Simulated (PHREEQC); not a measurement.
## Acid mine or pickling water: an equilibrium model

A made-up water analysis in mmol/kgw, 25 °C, pH 1.87, pe 9.5:

```csv
constituent,mmol/kgw
Na,10.6
K,0.0046
Ca,6.04
Mg,2.25
Cl,9.2
S(6),30.9
Si,0.264
Fe(3),5.41
```

Na is adjusted to close the charge balance.
Valence states are taken as typed.

Model: ion-association model, phreeqc.dat, run in PHREEQC.

This is a speciation only: nothing precipitates in the calculation.

**Question.** What ionic strength, density does the model give?

**Answer.** ionic strength 0.0651 mol/kgw; density 1.001 g/cm³.

**Question.** In which forms is Mg present?

**Answer.** Mg+2 63 %, MgSO4 37 % of the Mg.

Saturation is exceeded, for instance for Hematite (slow to form), Goethite (slow to form); the values hold only as long as no solid forms.
